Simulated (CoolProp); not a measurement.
A Linde-Hampson liquefier for ethylene: isothermal reversible compression at 300 K from 1 atm to 10 MPa, throttling to 1 atm, return gas leaving the recuperator 10 K below the feed. Each further row changes one setting.

The numbers come from the reference Helmholtz-energy equation of state, Smukala 2000 in CoolProp.

```tsv
case	liquid yield per pass	compression work (kJ/kg of gas)
as stated	0.420	346
high pressure 20 MPa	0.465	373
warm-end temperature 330 K	0.252	405
warm-end gap 15 K	0.414	346
```
